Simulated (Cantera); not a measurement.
Cantera run:

```python
import numpy as np
import cantera as ct

gas_names = """
    CL CLO CL2 Fe FeCL FeCL2 FeCL3 FeO Fe(OH)2 Fe2CL4 Fe2CL6 H HCL HOCL HO2 H2 H2O H2O2 O OH O2 O3
""".split()
cond_names = """
    Fe(a) Fe(c) Fe(d) Fe(L) FeCL2(s) FeCL2(L) FeCL3(s) FeCL3(L) FeO(s) FeO(L) Fe(OH)2(s) Fe(OH)3(s)
    Fe2O3(s) Fe3O4(s) H2O(s) H2O(L)
""".split()


def load(file, names, dense=False):
    # The tables refer to 1 bar. Condensed volumes are neglected.
    table = {s.name: s for s in ct.Species.list_from_file(file)}
    out = []
    for n in names:
        d = dict(table[n].input_data)
        d["thermo"] = dict(d["thermo"], **{"reference-pressure": 1e5})
        if dense:
            d["equation-of-state"] = {"model": "constant-volume", "density": "1e6 g/cm^3"}
        out.append(ct.Species.from_dict(d))
    return out


gas = ct.Solution(thermo="ideal-gas", species=load("nasa_gas.yaml", gas_names))
cond = {s.name: ct.Solution(thermo="fixed-stoichiometry", species=[s], name=s.name)
        for s in load("nasa_condensed.yaml", cond_names, dense=True)}
atoms = {
    'Fe': {'Fe': 1},
    'HCl': {'H': 1, 'CL': 1},
    'O2': {'O': 2},
}
top_T = {'Fe2O3(s)': 1830, 'Fe3O4(s)': 1870}  # K; cautious upper limits of use, not melting points


def equilibrate(T, P, feed):
    n = {}
    for name, mol in feed.items():
        for a, k in atoms[name].items():
            n[a] = n.get(a, 0.0) + k * mol
    gas.TPX = T, P, n
    mass = sum(n.values()) * gas.mean_molecular_weight
    gas.equilibrate("TP")
    valid = [c for c in cond.values() if c.min_temp <= T <= top_T.get(c.name, c.max_temp)]
    mix = ct.Mixture([(gas, mass / gas.mean_molecular_weight)] + [(c, 0.0) for c in valid])
    mix.T, mix.P = T, P
    mix.equilibrate("TP", solver="vcs", rtol=1e-11, max_steps=5000)
    return mix


results = []
feed = {'Fe': 1, 'HCl': 0.038, 'O2': 0.046}  # mol
P = 3200  # Pa
for T in [1173, 1198, 1223, 1248, 1273, 1298, 1323, 1348, 1373, 1398, 1423]:
    mix = equilibrate(T, P, feed)
    results.append((T, P, feed, dict(zip(mix.species_names, mix.species_moles))))

top = {s: max(r[3][s] / sum(r[3][g] for g in gas_names) for r in results) for s in gas_names}
cols = sorted((s for s in top if top[s] > 1e-05), key=lambda s: -top[s])[:8]
seen = [c for c in cond_names if any(r[3].get(c, 0) > 1e-12 for r in results)]
print("log10 of partial pressures in bar; condensed amounts in mol")
print(f"{'T/K':>10s}" + "".join(f"{s[:9]:>10s}" for s in cols + seen))
for T, P, feed, n in results:
    ng = sum(n[g] for g in gas_names)
    print(f"{T:10.4g}" + "".join(f"{np.log10(max(n[s] / ng * P / 1e5, 1e-99)):10.3f}" for s in cols)
          + "".join(f"{n.get(c, 0):10.4g}" for c in seen))
```

Result:

```
log10 of partial pressures in bar; condensed amounts in mol
       T/K       HCL     FeCL2        H2       H2O    Fe2CL4     FeCL3        CL         H     Fe(a)     Fe(c)    FeO(s)
      1173    -1.862    -2.045    -2.140    -2.719    -4.130    -5.775    -7.779    -7.998    0.8994         0   0.08974
      1198    -1.872    -2.036    -2.137    -2.696    -4.244    -5.792    -7.587    -7.789         0    0.8993   0.08961
      1223    -1.883    -2.028    -2.134    -2.673    -4.353    -5.809    -7.402    -7.589         0    0.8993   0.08948
      1248    -1.893    -2.020    -2.132    -2.652    -4.459    -5.826    -7.225    -7.396         0    0.8992   0.08936
      1273    -1.902    -2.013    -2.129    -2.632    -4.561    -5.843    -7.055    -7.212         0    0.8992   0.08923
      1298    -1.912    -2.007    -2.128    -2.613    -4.659    -5.859    -6.892    -7.034         0    0.8992   0.08911
      1323    -1.922    -2.001    -2.126    -2.596    -4.754    -5.875    -6.735    -6.863         0    0.8991   0.08899
      1348    -1.931    -1.995    -2.125    -2.579    -4.845    -5.890    -6.583    -6.698         0    0.8991   0.08887
      1373    -1.940    -1.990    -2.123    -2.564    -4.934    -5.905    -6.437    -6.539         0    0.8991   0.08876
      1398    -1.948    -1.985    -2.122    -2.549    -5.019    -5.920    -6.296    -6.386         0     0.899   0.08865
      1423    -1.957    -1.980    -2.121    -2.535    -5.102    -5.934    -6.160    -6.238         0     0.899   0.08854
```

Method: chemical equilibrium by Gibbs-energy minimisation in Cantera with the NASA 1993 tables (ideal gas, pure condensed phases). Mutual solubility and eutectic melting of coexisting phases are not modelled. The tables' stoichiometric FeO is somewhat more stable than real wüstite, so its field is too wide. FeO: taken at fixed stoichiometry.
